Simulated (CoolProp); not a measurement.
Saturation properties of propylene (Tc = 364.2 K, pc = 4555 kPa, ω = 0.146).

Computed with CoolProp (reference Helmholtz-energy equation of state, Lemmon 2013).

| T (K) | p (kPa) | vapour density (kg/m³) | liquid cp (kJ/(kg K)) | surface tension (mN/m) | liquid viscosity (µPa s) |
|---|---|---|---|---|---|
| 266.9 | 482.4 | 10.24 | 2.397 | 11.0 | 128 |
| 273.2 | 585.0 | 12.35 | 2.441 | 10.2 | 120 |
| 279.6 | (withheld) | 14.82 | 2.490 | 9.33 | 113 |
| 285.9 | (withheld) | 17.63 | 2.544 | 8.51 | 107 |
| 292.3 | 994.9 | 20.93 | 2.606 | 7.69 | 100 |
| 298.6 | 1167 | 24.67 | 2.675 | 6.90 | 94.6 |
| 305 | (withheld) | 29.05 | 2.756 | 6.11 | 89.0 |
| 311.3 | (withheld) | 34.05 | 2.850 | 5.35 | 83.7 |
| 317.7 | 1825 | (withheld) | 2.966 | 4.59 | 78.5 |

### Question
Fill in the missing entries.

### Answer

- 279.6, p (kPa): 704.8
- 285.9, p (kPa): 839.6
- 305, p (kPa): 1364
- 311.3, p (kPa): 1580
- 317.7, vapour density (kg/m³): 39.95

It boils at 225.5 K under 1 atm.

Viscosity comes from a separate model (Huber 2003), an estimate that may be off by 10 % or more. Surface tension comes from a separate correlation (Mulero 2012).
